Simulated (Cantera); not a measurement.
An adiabatic, constant-pressure homogeneous reactor starts with 11.5 % H2, 9.26 % O2, 79.3 % N2, at 1248 K and 0.217 atm.

Cantera simulation using the H2/O2 subset of GRI-Mech 3.0, which has no nitrogen chemistry; the numbers are that mechanism's predictions, not measurements.

x: mole fraction; the columns are a selection and need not sum to one.

```tsv
t (s)	T (K)	x H2	x O2	x O	x HO2	x H	x H2O
2.00e-6	1248	0.115	0.0926	3.06e-11	7.73e-10	7.52e-10	1.17e-11
6.54e-6	1248	0.115	0.0926	2.62e-10	[?]	2.54e-9	2.89e-10
2.14e-5	1248	0.115	0.0926	2.13e-9	[?]	1.24e-8	6.41e-9
7.00e-5	1248	0.115	0.0926	5.63e-8	[?]	2.90e-7	3.27e-7
0.000229	1251	0.109	0.0900	0.000649	[?]	0.00331	0.00415
0.000749	1608	0.0127	0.0407	0.0127	[?]	0.0262	0.0882
0.00245	1865	0.00777	0.0374	0.00634	[?]	0.00795	0.104
0.00801	2007	0.00257	0.0364	0.00188	[?]	0.00121	0.115
0.0262	2049	0.000678	0.0366	0.000484	6.97e-7	0.000154	0.119
0.0857	2052	0.000568	0.0367	0.000406	7.04e-7	0.000118	0.120
0.280	2052	0.000568	0.0367	0.000406	7.04e-7	0.000118	0.120
0.917	2052	0.000568	0.0367	0.000406	7.04e-7	0.000118	0.120
3.00	2052	0.000568	0.0367	0.000406	7.04e-7	0.000118	0.120
```

### Question
Complete the blanks.

### Answer

- 6.54e-6, x HO2: 2.53e-9
- 2.14e-5, x HO2: 8.41e-9
- 7.00e-5, x HO2: 3.43e-8
- 0.000229, x HO2: 7.58e-6
- 0.000749, x HO2: 3.48e-6
- 0.00245, x HO2: 1.94e-6
- 0.00801, x HO2: 9.26e-7
